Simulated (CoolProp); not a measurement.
Computed with CoolProp (reference Helmholtz-energy equation of state, Lemmon 2006). It is a short technical equation, of lower accuracy than the large ones.

### Question
For C2F6 (R116), give the phase and the density (kg/m³), cp (kJ/(kg K)), expansivity (1/kK) at 257.6 K and 87.7 bar; 277.3 K and 87.7 bar; 355.7 K and 87.7 bar.

### Answer
- 257.6 K and 87.7 bar: liquid; density 1370, cp 1.07, expansivity 3.68
- 277.3 K and 87.7 bar: liquid; density 1260, cp 1.13, expansivity 4.54
- 355.7 K and 87.7 bar: supercritical; density 686, cp 1.34, expansivity 10.1
